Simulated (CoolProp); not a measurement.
The fluid at 263.92 K and 0.0184 MPa expands adiabatically to 0.00472 MPa with isentropic efficiency 0.8. The same conditions are run with several fluids, on thermodynamics alone (safety and materials aside).

Computed with CoolProp (reference Helmholtz-energy equation of state of each fluid (R245fa: Akasaka 2015; C2F6 (R116): Lemmon 2006; C3F8 (R218): Lemmon 2006; vinyl chloride: Thol 2022)).

```json
[
 {"fluid": "R245fa", "work (kJ/kg)": "…", "final temperature (K)": "…", "final density (kg/m³)": "0.316"},
 {"fluid": "C2F6 (R116)", "work (kJ/kg)": "…", "final temperature (K)": "…", "final density (kg/m³)": "0.326"},
 {"fluid": "C3F8 (R218)", "work (kJ/kg)": "…", "final temperature (K)": "…", "final density (kg/m³)": "0.433"},
 {"fluid": "vinyl chloride", "work (kJ/kg)": "…", "final temperature (K)": "218.1", "final density (kg/m³)": "0.163"}
]
```

Problem. Fill in the missing entries.

Solution. 
- R245fa, work (kJ/kg): 16.8
- R245fa, final temperature (K): 241.7
- C2F6 (R116), work (kJ/kg): 16.3
- C2F6 (R116), final temperature (K): 240.3
- C3F8 (R218), work (kJ/kg): 12.1
- C3F8 (R218), final temperature (K): 246.7
- vinyl chloride, work (kJ/kg): 33.8
